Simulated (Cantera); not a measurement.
Source: NASA polynomial tables (part measured, part estimated), evaluated in Cantera. Values are per mole of reaction as written; species without (g) are pure solids or liquids, kept so even where they would boil at 1 bar.

Question: Between 498 and 723 K, where is each reaction favourable under standard conditions?
- FeS₂ + H₂O₂(g) → 2 S + Fe(OH)₂

Answer: 
- FeS₂ + H₂O₂(g) → 2 S + Fe(OH)₂: ΔG° is -202 kJ at 498 K and -183 kJ at 723 K; it stays negative (K > 1). ΔH° is -240 kJ and ΔS° -79 J/K at 723 K.
